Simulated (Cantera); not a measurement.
Charge: 1 mol Si, 0.0053 mol O2, 43 mol N2, held at 9.75 Torr.

Method: chemical equilibrium by Gibbs-energy minimisation in Cantera with the NASA 1993 tables (ideal gas, pure condensed phases). Candidate condensed phases: Si, SiO2, Si2N2O, Si3N4; 16 gas species. Rates play no part.

Question: What share of the Si ends up in condensed phases as a function of T (K), at 1725, 1750, 1775, 1800, 1825, 1850, 1875, 1900, 1925, 1950, 1975, 2000, 2025?

Answer: 
```csv
T (K),Si condensed (%),as
1725,98.8,Si3N4(s)
1750,98.7,Si3N4(s)
1775,98.5,Si3N4(s)
1800,98.0,Si3N4(s)
1825,97.1,Si(l)
1850,96.4,Si(l)
1875,95.4,Si(l)
1900,94.1,Si(l)
1925,92.3,Si(l)
1950,89.9,Si(l)
1975,86.7,Si(l)
2000,82.5,Si(l)
2025,77.1,Si(l)
```
